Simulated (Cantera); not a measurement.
Input: 1 mol Pb, 0.29 mol H2, 1.4 mol N2, equilibrated at 17.0 mbar.

Equilibrium computed with Cantera from the NASA thermochemical tables; the gas is ideal and each condensed phase is pure. Candidate condensed phases: Pb; 11 gas species. Kinetics and transport are ignored.

**Question.** Which condensed phases are stable at each of these points (T (K)): 873, 973, 1073, 1173, 1273, 1373, 1473, 1573?

**Answer.** 
```tsv
T (K)	condensed phases	Pb condensed (%)
873	Pb(l)	100.0
973	Pb(l)	99.9
1073	Pb(l)	99.3
1173	Pb(l)	95.7
1273	Pb(l)	79.5
1373	gas only	0.0
1473	gas only	0.0
1573	gas only	0.0
```

From 873 K to 1273 K the condensed part is Pb(l). From 1373 K to 1573 K nothing is condensed.
